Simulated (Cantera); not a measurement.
An adiabatic, constant-volume homogeneous reactor starts with CH₄ : O₂ : N₂ : H₂O = 1 : 3.33 : 12.5 : 0.95 (molar parts), equivalence ratio 0.60, at 1398 K and 10.0 bar. Integrator tolerance rtol = 1e-08.

Detailed kinetics in Cantera: GRI-Mech 3.0 (53 species, 325 reactions).

### Question
What does this change do: N2 12.5 to 35 parts?

### Answer
```tsv
quantity	before	after
time of steepest temperature rise	0.425 ms	1.11 ms
temperature at 6.00 s	2662 K	2074 K
equilibrium temperature	2662 K	2074 K
x(CH₄) at 6.00 s	<1e-12 (gas-phase equilibrium <1e-12)	<1e-12 (gas-phase equilibrium <1e-12)
x(O₂) at 6.00 s	0.0658 (gas-phase equilibrium 0.0658)	0.0310 (gas-phase equilibrium 0.0310)
x(H₂O) at 6.00 s	0.158 (gas-phase equilibrium 0.158)	0.0728 (gas-phase equilibrium 0.0728)
x(C₂H₄) at 6.00 s	<1e-12 (gas-phase equilibrium <1e-12)	<1e-12 (gas-phase equilibrium <1e-12)
x(C₂H) at 6.00 s	<1e-12 (gas-phase equilibrium <1e-12)	<1e-12 (gas-phase equilibrium <1e-12)
```
